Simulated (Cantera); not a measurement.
A closed system holds: 1 mol HCl, 0.033 mol H2, equilibrated at 823 K and 40.0 mbar.

Method: chemical equilibrium by Gibbs-energy minimisation in Cantera with the NASA 1993 tables (ideal gas, pure condensed phases). Kinetics and transport are ignored.

Base state: HCl 0.968, H2 0.0319 (mole fractions); condensed: gas only.

### Question
What changes in the equilibrium state with this change: 0.23 mol NH3 added?

### Answer
```
species  before   after
-------  ------  ------
HCl       0.968   0.670
H2       0.0319   0.253
N2            0  0.0770
```
Further candidate phases: NH4Cl.
